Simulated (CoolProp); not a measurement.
Vapour-liquid equilibrium of R22 (1) + R142b (2) at 240.8 K; x and y are mole fractions of (1).

Model: multi-fluid Helmholtz-energy mixture model, Kamei 1995 and Lemmon 2006; pair parameters Bell 2016, in CoolProp.

```json
[
 {"x": "0.05", "bubble pressure, mixture model (kPa)": "40.92", "bubble pressure, Raoult's law (kPa)": "41.15", "y, mixture model": "0.173", "y, Raoult's law": "0.180"},
 {"x": "0.125", "bubble pressure, mixture model (kPa)": "48.76", "bubble pressure, Raoult's law (kPa)": "49.60", "y, mixture model": "0.357", "y, Raoult's law": "0.374"},
 {"x": "0.2", "bubble pressure, mixture model (kPa)": "56.44", "bubble pressure, Raoult's law (kPa)": "58.06", "y, mixture model": "0.488", "y, Raoult's law": "0.511"},
 {"x": "0.275", "bubble pressure, mixture model (kPa)": "64.10", "bubble pressure, Raoult's law (kPa)": "66.51", "y, mixture model": "0.589", "y, Raoult's law": "0.613"},
 {"x": "0.35", "bubble pressure, mixture model (kPa)": "71.86", "bubble pressure, Raoult's law (kPa)": "74.97", "y, mixture model": "0.670", "y, Raoult's law": "0.692"},
 {"x": "0.425", "bubble pressure, mixture model (kPa)": "79.79", "bubble pressure, Raoult's law (kPa)": "83.42", "y, mixture model": "0.736", "y, Raoult's law": "0.755"},
 {"x": "0.5", "bubble pressure, mixture model (kPa)": "87.97", "bubble pressure, Raoult's law (kPa)": "91.88", "y, mixture model": "0.792", "y, Raoult's law": "0.807"},
 {"x": "0.575", "bubble pressure, mixture model (kPa)": "96.43", "bubble pressure, Raoult's law (kPa)": "100.3", "y, mixture model": "0.839", "y, Raoult's law": "0.850"},
 {"x": "0.65", "bubble pressure, mixture model (kPa)": "105.2", "bubble pressure, Raoult's law (kPa)": "108.8", "y, mixture model": "0.880", "y, Raoult's law": "0.886"},
 {"x": "0.725", "bubble pressure, mixture model (kPa)": "114.2", "bubble pressure, Raoult's law (kPa)": "117.2", "y, mixture model": "0.914", "y, Raoult's law": "0.917"},
 {"x": "0.8", "bubble pressure, mixture model (kPa)": "123.4", "bubble pressure, Raoult's law (kPa)": "125.7", "y, mixture model": "0.943", "y, Raoult's law": "0.943"},
 {"x": "0.875", "bubble pressure, mixture model (kPa)": "132.7", "bubble pressure, Raoult's law (kPa)": "134.2", "y, mixture model": "0.968", "y, Raoult's law": "0.967"},
 {"x": "0.95", "bubble pressure, mixture model (kPa)": "142.1", "bubble pressure, Raoult's law (kPa)": "142.6", "y, mixture model": "0.988", "y, Raoult's law": "0.988"}
]
```

The largest gap from Raoult's law is -4.4 % in bubble pressure, at x = 0.425. No azeotrope shows between x = 0.05 and 0.95.

Pair parameters are fitted to limited data, so mixtures are less certain than the pure fluids.
